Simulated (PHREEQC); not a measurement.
Arsenic or selenium liquor: speciation

Make-up at 25 °C: 0.01 mol/kgw H3AsO4, 0.002 mol/kgw NH3 and 0.0068 mol/kgw FeCl3. Closed to the air; pH follows from the charge balance.

All values are PHREEQC results (ion-association model, wateq4f.dat), not measurements.

```
Property                  Result
----------------  --------------
pH                          2.26
ionic strength    0.0395 mol/kgw
total alkalinity    -21.6 meq/kg
```

```json
[
 {"species": "Cl-", "molality": "0.0195", "activity": "0.0162", "log γ": "-0.082"},
 {"species": "H+", "molality": "0.00631", "activity": "0.00545", "log γ": "-0.064"},
 {"species": "H2AsO4-", "molality": "0.00526", "activity": "0.00439", "log γ": "-0.079"},
 {"species": "H3AsO4", "molality": "0.00473", "activity": "0.00478", "log γ": "0.004"},
 {"species": "Fe+3", "molality": "0.00302", "activity": "0.000804", "log γ": "-0.575"},
 {"species": "NH4+", "molality": "0.00200", "activity": "0.00167", "log γ": "-0.079"},
 {"species": "FeOH+2", "molality": "0.00192", "activity": "0.000952", "log γ": "-0.306"},
 {"species": "FeCl+2", "molality": "0.000794", "activity": "0.000393", "log γ": "-0.306"},
 {"species": "Fe2(OH)2+4", "molality": "0.000440", "activity": "2.44e-5", "log γ": "-1.256"},
 {"species": "Fe(OH)2+", "molality": "6.87e-5", "activity": "5.78e-5", "log γ": "-0.075"}
]
```

Precipitation was switched off in this run. Examples of supersaturated solids here: Scorodite, Hematite (slow to form). Others may be too. The database's scorodite may be far more soluble than the real mineral, and it has no iron arsenate complexes; the constant wasn't checked at its source.
